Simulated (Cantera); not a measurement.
What does this Cantera script print?

```python
import numpy as np
import cantera as ct

gas_names = """
    AL ALH ALO ALOH ALO2 ALO2H AL2 AL2O AL2O2 H HALO HO2 H2 H2O H2O2 O OH O2 O3
""".split()
cond_names = """
    AL(cr) AL(L) AL2O3(a) AL2O3(L) H2O(s) H2O(L)
""".split()


def load(file, names, dense=False):
    # The tables refer to 1 bar. Condensed volumes are neglected.
    table = {s.name: s for s in ct.Species.list_from_file(file)}
    out = []
    for n in names:
        d = dict(table[n].input_data)
        d["thermo"] = dict(d["thermo"], **{"reference-pressure": 1e5})
        if dense:
            d["equation-of-state"] = {"model": "constant-volume", "density": "1e6 g/cm^3"}
        out.append(ct.Species.from_dict(d))
    return out


gas = ct.Solution(thermo="ideal-gas", species=load("nasa_gas.yaml", gas_names))
cond = {s.name: ct.Solution(thermo="fixed-stoichiometry", species=[s], name=s.name)
        for s in load("nasa_condensed.yaml", cond_names, dense=True)}
atoms = {
    'Al': {'AL': 1},
    'O2': {'O': 2},
    'H2': {'H': 2},
    'H2O': {'H': 2, 'O': 1},
}
top_T = {}  # K; cautious upper limits of use, not melting points


def equilibrate(T, P, feed):
    n = {}
    for name, mol in feed.items():
        for a, k in atoms[name].items():
            n[a] = n.get(a, 0.0) + k * mol
    gas.TPX = T, P, n
    mass = sum(n.values()) * gas.mean_molecular_weight
    gas.equilibrate("TP")
    valid = [c for c in cond.values() if c.min_temp <= T <= top_T.get(c.name, c.max_temp)]
    mix = ct.Mixture([(gas, mass / gas.mean_molecular_weight)] + [(c, 0.0) for c in valid])
    mix.T, mix.P = T, P
    mix.equilibrate("TP", solver="vcs", rtol=1e-11, max_steps=5000)
    return mix


results = []
feed = {'Al': 1, 'O2': 2.6, 'H2': 1.6, 'H2O': 29}  # mol
T = 2125  # K
P = 120  # Pa
mix = equilibrate(T, P, feed)
results.append((T, P, feed, dict(zip(mix.species_names, mix.species_moles))))
print(gas.report(threshold=1e-06))
for i in range(1, mix.n_phases):
    print(f"{mix.phase(i).name:16s} {mix.phase_moles(i):12.5e} mol")
```

Result:

```
       temperature   2125 K
          pressure   120 Pa
           density   0.00011671 kg/m^3
  mean mol. weight   17.184 kg/kmol
   phase of matter   gas

                          1 kg             1 kmol
                     ---------------   ---------------
          enthalpy         -6.27e+06       -1.0774e+08  J
   internal energy       -7.2982e+06       -1.2541e+08  J
           entropy             18670        3.2081e+05  J/K
    Gibbs function       -4.5943e+07       -7.8947e+08  J
 heat capacity c_p              2828             48596  J/K
 heat capacity c_v            2344.2             40281  J/K

                      mass frac. Y      mole frac. X     chem. pot. / RT
                     ---------------   ---------------   ---------------
             ALO2H        0.00013912        3.9851e-05           -81.992
                 H         0.0016055          0.027369           -14.543
                H2         0.0079972          0.068165           -29.087
               H2O           0.83579           0.79722            -48.38
                 O          0.010522          0.011301           -19.293
                OH          0.039303          0.039711           -33.836
                O2           0.10464          0.056193           -38.586
     [  +12 minor]        5.3293e-06        2.3229e-06

AL(L)             0.00000e+00 mol
AL2O3(a)          4.99298e-01 mol
```

These are equilibrium values from Cantera (NASA tables, ideal gas, pure condensed phases), not measurements of a reactor.
